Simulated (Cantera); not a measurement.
**Reactions in the system H-N-O-Zr**

Source: NASA polynomial tables (part measured, part estimated), evaluated in Cantera. Values are per mole of reaction as written; species without (g) are pure solids or liquids, kept so even where they would boil at 1 bar.

3 ZrO2 + 4 NH3(g) → 6 H2O(g) + 3 Zr + 4 N(g)

```csv
T (K),ΔH° (kJ),ΔS° (J/K),ΔG° (kJ),log10 K,condensed phases
1273,3914.1,944.6,2711.6,-111.26,"ZrO2(monoclinic), Zr(β)"
1423,3907.2,939.5,2570.3,-94.35,"ZrO2(monoclinic), Zr(β)"
1573,3884.1,923.8,2430.9,-80.72,"ZrO2(tetragonal), Zr(β)"
1723,3880.1,921.4,2292.5,-69.50,"ZrO2(tetragonal), Zr(β)"
1873,3876.8,919.6,2154.4,-60.08,"ZrO2(tetragonal), Zr(β)"
2023,3874.2,918.2,2016.6,-52.07,"ZrO2(tetragonal), Zr(β)"
2173,3936.0,947.3,1877.5,-45.13,"ZrO2(tetragonal), Zr(l)"
```
